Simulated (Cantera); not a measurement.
A closed system holds: 1 mol SiO₂, 2300 mol H₂, equilibrated at 1427 °C and 16.0 mbar.

These are equilibrium values from Cantera (NASA tables, ideal gas, pure condensed phases), not measurements of a reactor. Candidate condensed phases: H₂O, Si, SiO₂; 18 gas species. The numbers say what is thermodynamically allowed, not how fast it happens.

Base state: H₂ 0.998, H 0.00116, SiO 0.000434, H₂O 0.000434 (mole fractions); condensed: gas only.

**Question.** What changes in the equilibrium state with this change: temperature from 1427 °C to 1950 °C?

**Answer.** 
| species | before | after |
|---|---|---|
| H₂ | 0.998 | 0.950 |
| H | 0.00116 | 0.0494 |
| SiO | 0.000434 | 0.000424 |
| H₂O | 0.000434 | 0.000421 |
